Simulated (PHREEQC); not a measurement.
Na2CO3 is added in steps, without added water, to 1 kg of water holding 0.074 mol/kgw HCl, 0.0063 mol/kgw NiSO4 and 0.00038 mol/kgw MnSO4, at 25 °C. The system is closed to oxygen. No CO2 enters from the air. Precipitation was switched off in this run.

Base run: PHREEQC, ion-association model, wateq4f.dat. Each further column changes one thing. The table gives Mn+2 (mol/kgw).

| Na2CO3 added (mol) | base | NiSO4 left out | NiSO4 from 0.0063 to 0.0126 mol/kgw | solids may form |
|---|---|---|---|---|
| 0 | 0.000325 | 0.000335 | 0.000315 | 0.000325 |
| 0.01375 | 0.000320 | 0.000335 | 0.000308 | 0.000320 |
| 0.03438 | 0.000305 | 0.000333 | 0.000287 | 0.000305 |
| 0.04813 | 0.000211 | 0.000196 | 0.000217 | 3.94e-5 |
| 0.06875 | 0.000121 | … | 0.000139 | … |
| 0.0825 | 5.25e-5 | 9.30e-6 | 9.51e-5 | 1.49e-7 |
| 0.1031 | 6.08e-6 | 3.47e-6 | 1.60e-5 | 9.47e-9 |
| 0.1169 | 3.83e-6 | 2.65e-6 | 6.42e-6 | 5.80e-9 |
| 0.1375 | 2.66e-6 | 2.08e-6 | … | 3.96e-9 |
| 0.1512 | 2.29e-6 | 1.87e-6 | 2.91e-6 | 3.38e-9 |
| 0.1719 | 1.96e-6 | 1.66e-6 | … | 2.85e-9 |
| 0.1856 | 1.81e-6 | 1.57e-6 | 2.13e-6 | 2.63e-9 |
| 0.2062 | 1.66e-6 | 1.47e-6 | 1.90e-6 | 2.38e-9 |
| 0.22 | 1.58e-6 | … | … | … |

Task: Some entries are withheld; supply them.

Result: 
- 0.06875, NiSO4 left out: 9.02e-5
- 0.06875, solids may form: 1.71e-6
- 0.1375, NiSO4 from 0.0063 to 0.0126 mol/kgw: 3.60e-6
- 0.1719, NiSO4 from 0.0063 to 0.0126 mol/kgw: 2.35e-6
- 0.22, NiSO4 left out: 1.41e-6
- 0.22, NiSO4 from 0.0063 to 0.0126 mol/kgw: 1.79e-6
- 0.22, solids may form: 2.26e-9

In at least one series the solution becomes supersaturated in solids that the run did not let form, among them Rhodochrosite. The database's nickel carbonate constants are estimates that later reviews lower a good deal. Solids allowed in the column 'solids may form': Rhodochrosite, Pyrochroite, Ni(OH)2, NiCO3, Ni4(OH)6SO4, Halite, Mirabilite, Morenosite, Nahcolite, Natron.
